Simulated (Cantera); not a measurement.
An adiabatic, constant-volume homogeneous reactor starts with CH4 : C2H6 : O2 : N2 = 1 : 0.26 : 1.16 : 4.38 (molar parts), at 1025 K and 11.0 bar.

Cantera simulation using GRI-Mech 3.0 (53 species, 325 reactions); the numbers are that mechanism's predictions, not measurements.

Q: Predict: time of steepest temperature rise; temperature at 0.400 s; equilibrium temperature; x(CH4) at 0.400 s; x(O2) at 0.400 s; x(OH) at 0.400 s.

A: 
```
Quantity                                                            Result
---------------------------------  ---------------------------------------
time of steepest temperature rise                                  9.26 ms
temperature at 0.400 s                                              2162 K
equilibrium temperature                                             2162 K
x(CH4) at 0.400 s                  3.99e-7 (gas-phase equilibrium 4.39e-7)
x(O2) at 0.400 s                   3.18e-9 (gas-phase equilibrium 3.18e-9)
x(OH) at 0.400 s                   1.83e-5 (gas-phase equilibrium 1.83e-5)
```
